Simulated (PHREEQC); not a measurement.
## Metal-bearing waste water: an equilibrium model

Consider water at 20 °C with 3.2 mmol/kgw ZnSO4 and 3.5 mmol/kgw MgSO4. Closed to the air; pH follows from the charge balance.

The numbers come from PHREEQC with the acid-base model without metal-ligand complexes, phreeqc.dat.

Precipitation was switched off in this run.

Task: Estimate the pH.

Result: pH 5.99.
